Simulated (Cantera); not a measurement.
Cantera with NASA thermochemical tables; ideal gases at 1 bar, condensed phases pure. Values are per mole of reaction as written; species without (g) are pure solids or liquids, kept so even where they would boil at 1 bar.

2 Ta + 10 NO(g) ⇌ 5 N2O(g) + Ta2O5

```json
[
 {"T (K)": "1400", "ΔH° (kJ)": "?", "ΔS° (J/K)": "?", "ΔG° (kJ)": "?", "log10 K": "?", "condensed phases": "Ta(s), Ta2O5(s)"},
 {"T (K)": "1550", "ΔH° (kJ)": "?", "ΔS° (J/K)": "?", "ΔG° (kJ)": "?", "log10 K": "?", "condensed phases": "Ta(s), Ta2O5(s)"},
 {"T (K)": "1700", "ΔH° (kJ)": "-2475.7", "ΔS° (J/K)": "-874.6", "ΔG° (kJ)": "-989.0", "log10 K": "30.39", "condensed phases": "Ta(s), Ta2O5(s)"},
 {"T (K)": "1850", "ΔH° (kJ)": "-2464.7", "ΔS° (J/K)": "-868.3", "ΔG° (kJ)": "-858.2", "log10 K": "24.23", "condensed phases": "Ta(s), Ta2O5(s)"},
 {"T (K)": "2000", "ΔH° (kJ)": "-2453.4", "ΔS° (J/K)": "-862.5", "ΔG° (kJ)": "-728.4", "log10 K": "19.02", "condensed phases": "Ta(s), Ta2O5(s)"},
 {"T (K)": "2150", "ΔH° (kJ)": "?", "ΔS° (J/K)": "?", "ΔG° (kJ)": "?", "log10 K": "?", "condensed phases": "Ta(s), Ta2O5(l)"}
]
```

Fill in the missing entries.


- 1400, ΔH° (kJ): -2497.3
- 1400, ΔS° (J/K): -888.5
- 1400, ΔG° (kJ): -1253.4
- 1400, log10 K: 46.76
- 1550, ΔH° (kJ): -2486.7
- 1550, ΔS° (J/K): -881.3
- 1550, ΔG° (kJ): -1120.6
- 1550, log10 K: 37.76
- 2150, ΔH° (kJ): -2318.1
- 2150, ΔS° (J/K): -796.8
- 2150, ΔG° (kJ): -604.9
- 2150, log10 K: 14.70
